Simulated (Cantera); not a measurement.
Equilibrium for chlorosilane synthesis and conversion: Si + HCl + H2

Charge: 1 mol Si, 2.2 mol HCl, 0.56 mol H2, equilibrated at 1175 K and 28.0 bar.

Method: chemical equilibrium by Gibbs-energy minimisation in Cantera with the NASA 1993 tables (ideal gas, pure condensed phases). Candidate condensed phases: Si; 19 gas species. The tables' values for SiCl3 are old estimates; treat these amounts as uncertain. Kinetics and transport are ignored.

```
Quantity       Result
----------  ---------
x(H2)           0.685
x(SiCl4)        0.140
x(SiHCl3)       0.136
x(SiH2Cl2)     0.0169
x(HCl)         0.0167
x(SiCl3)      0.00364
x(SiCl2)     0.000925
x(SiH3Cl)    0.000570
x(SiH4)       8.13e-6
n(Si(s))    0.365 mol
gas amount  2.131 mol
```
